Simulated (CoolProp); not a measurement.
Saturation properties of chlorine.

Model: reference Helmholtz-energy equation of state, Thol 2021, in CoolProp.

```json
[
 {"T (°C)": "-66.15", "p (MPa)": "0.01907", "liquid density (kg/m³)": "1651", "vapour density (kg/m³)": "0.7917", "enthalpy of vaporisation (kJ/kg)": "304.4", "liquid cp (kJ/(kg K))": "0.9383"},
 {"T (°C)": "-54.45", "p (MPa)": "0.03732", "liquid density (kg/m³)": "1620", "vapour density (kg/m³)": "1.474", "enthalpy of vaporisation (kJ/kg)": "298.2", "liquid cp (kJ/(kg K))": "0.9376"},
 {"T (°C)": "-42.65", "p (MPa)": "0.06796", "liquid density (kg/m³)": "1587", "vapour density (kg/m³)": "2.566", "enthalpy of vaporisation (kJ/kg)": "291.8", "liquid cp (kJ/(kg K))": "0.9387"},
 {"T (°C)": "-30.95", "p (MPa)": "0.1154", "liquid density (kg/m³)": "1555", "vapour density (kg/m³)": "4.186", "enthalpy of vaporisation (kJ/kg)": "285.2", "liquid cp (kJ/(kg K))": "0.9417"},
 {"T (°C)": "-19.25", "p (MPa)": "0.1857", "liquid density (kg/m³)": "1523", "vapour density (kg/m³)": "6.501", "enthalpy of vaporisation (kJ/kg)": "278.3", "liquid cp (kJ/(kg K))": "0.9470"},
 {"T (°C)": "-7.45", "p (MPa)": "0.2862", "liquid density (kg/m³)": "1489", "vapour density (kg/m³)": "9.715", "enthalpy of vaporisation (kJ/kg)": "271.0", "liquid cp (kJ/(kg K))": "0.9550"},
 {"T (°C)": "4.25", "p (MPa)": "0.4222", "liquid density (kg/m³)": "1455", "vapour density (kg/m³)": "13.97", "enthalpy of vaporisation (kJ/kg)": "263.2", "liquid cp (kJ/(kg K))": "0.9657"},
 {"T (°C)": "15.95", "p (MPa)": "0.6019", "liquid density (kg/m³)": "1421", "vapour density (kg/m³)": "19.52", "enthalpy of vaporisation (kJ/kg)": "254.8", "liquid cp (kJ/(kg K))": "0.9795"},
 {"T (°C)": "27.75", "p (MPa)": "0.8352", "liquid density (kg/m³)": "1384", "vapour density (kg/m³)": "26.67", "enthalpy of vaporisation (kJ/kg)": "245.8", "liquid cp (kJ/(kg K))": "0.9972"},
 {"T (°C)": "39.45", "p (MPa)": "1.126", "liquid density (kg/m³)": "1347", "vapour density (kg/m³)": "35.61", "enthalpy of vaporisation (kJ/kg)": "236.0", "liquid cp (kJ/(kg K))": "1.019"},
 {"T (°C)": "51.15", "p (MPa)": "1.484", "liquid density (kg/m³)": "1307", "vapour density (kg/m³)": "46.74", "enthalpy of vaporisation (kJ/kg)": "225.4", "liquid cp (kJ/(kg K))": "1.047"},
 {"T (°C)": "62.95", "p (MPa)": "1.921", "liquid density (kg/m³)": "1265", "vapour density (kg/m³)": "60.65", "enthalpy of vaporisation (kJ/kg)": "213.6", "liquid cp (kJ/(kg K))": "1.083"}
]
```

It boils at -34.0 °C under 1 atm.
